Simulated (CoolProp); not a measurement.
Methanol along the isotherm 556.8 K: Z from the reference equation and from simpler models built on Tc = 513.4 K, pc = 8.216 MPa, ω = 0.565; each cubic takes its own stable root.

Computed with CoolProp (reference Helmholtz-energy equation of state, de Reuck 1993).

```csv
p (MPa),phase,reference,Pitzer virial,Soave-Redlich-Kwong,Peng-Robinson
0.456,gas,0.9873,0.9858,0.9863,0.9844
0.913,gas,0.9740,0.9715,0.9724,0.9685
1.37,gas,0.9602,0.9572,0.9583,0.9526
1.83,gas,0.9458,0.9429,0.9440,0.9363
2.28,gas,0.9312,0.9288,0.9297,0.9202
2.74,gas,0.9158,0.9145,0.9149,0.9036
3.2,gas,0.8999,0.9001,0.8999,0.8869
3.65,gas,0.8840,0.8861,0.8849,0.8702
4.11,gas,0.8674,0.8717,0.8694,0.8531
```
